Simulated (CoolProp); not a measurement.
C3F8 (R218) along the isotherm 440 K: fugacity coefficient from the reference equation and from simpler models built on Tc = 345.0 K, pc = 2.640 MPa, ω = 0.317; each cubic takes its own stable root.

The numbers come from the reference Helmholtz-energy equation of state, Lemmon 2006 in CoolProp. It is a short technical equation, of lower accuracy than the large ones.

```json
[
 {"p (MPa)": "0.33", "phase": "gas", "reference": "0.9834", "van der Waals": "0.9799", "Redlich-Kwong": "0.9796", "Soave-Redlich-Kwong": "0.9834", "Peng-Robinson": "0.9799"},
 {"p (MPa)": "0.66", "phase": "gas", "reference": "0.9670", "van der Waals": "0.9600", "Redlich-Kwong": "0.9594", "Soave-Redlich-Kwong": "0.9672", "Peng-Robinson": "0.9603"},
 {"p (MPa)": "0.99", "phase": "gas", "reference": "0.9508", "van der Waals": "0.9401", "Redlich-Kwong": "0.9396", "Soave-Redlich-Kwong": "0.9512", "Peng-Robinson": "0.9412"},
 {"p (MPa)": "1.32", "phase": "gas", "reference": "0.9347", "van der Waals": "0.9205", "Redlich-Kwong": "0.9202", "Soave-Redlich-Kwong": "?", "Peng-Robinson": "0.9226"},
 {"p (MPa)": "1.65", "phase": "gas", "reference": "0.9188", "van der Waals": "0.9009", "Redlich-Kwong": "0.9010", "Soave-Redlich-Kwong": "0.9201", "Peng-Robinson": "0.9044"},
 {"p (MPa)": "1.98", "phase": "gas", "reference": "0.9030", "van der Waals": "?", "Redlich-Kwong": "0.8822", "Soave-Redlich-Kwong": "?", "Peng-Robinson": "0.8867"},
 {"p (MPa)": "2.31", "phase": "gas", "reference": "0.8875", "van der Waals": "0.8623", "Redlich-Kwong": "0.8637", "Soave-Redlich-Kwong": "0.8903", "Peng-Robinson": "0.8695"},
 {"p (MPa)": "2.64", "phase": "gas", "reference": "?", "van der Waals": "0.8432", "Redlich-Kwong": "0.8455", "Soave-Redlich-Kwong": "0.8759", "Peng-Robinson": "0.8528"},
 {"p (MPa)": "2.97", "phase": "supercritical", "reference": "0.8570", "van der Waals": "0.8242", "Redlich-Kwong": "0.8277", "Soave-Redlich-Kwong": "0.8618", "Peng-Robinson": "0.8366"},
 {"p (MPa)": "3.3", "phase": "supercritical", "reference": "0.8421", "van der Waals": "0.8054", "Redlich-Kwong": "0.8103", "Soave-Redlich-Kwong": "0.8481", "Peng-Robinson": "0.8209"},
 {"p (MPa)": "3.63", "phase": "supercritical", "reference": "0.8274", "van der Waals": "0.7868", "Redlich-Kwong": "0.7933", "Soave-Redlich-Kwong": "0.8347", "Peng-Robinson": "0.8057"},
 {"p (MPa)": "3.96", "phase": "supercritical", "reference": "0.8131", "van der Waals": "0.7684", "Redlich-Kwong": "0.7767", "Soave-Redlich-Kwong": "0.8217", "Peng-Robinson": "?"}
]
```

### Question
Complete the blanks.

### Answer

- 1.32, Soave-Redlich-Kwong: 0.9355
- 1.98, van der Waals: 0.8816
- 1.98, Soave-Redlich-Kwong: 0.9051
- 2.64, reference: 0.8721
- 3.96, Peng-Robinson: 0.7910
